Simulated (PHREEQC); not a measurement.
Dissolve 0.12 mol/kgw H3PO4, 0.0023 mol/kgw HF and 0.0016 mol/kgw H3AsO4 at 25 °C. Closed to the air; pH follows from the charge balance.

All values are PHREEQC results (ion-association model, wateq4f.dat), not measurements.

No solid was allowed to form.

Q: What pH, ionic strength does the model give?

A: pH 1.59; ionic strength 0.0290 mol/kgw.

Q: In which forms is P present?

A: H3PO4 76 %, H2PO4- 24 % of the P.

Species that the database lacks are ignored. H3PO4, which wateq4f.dat lacks, is added to it with the constant of phreeqc.dat.
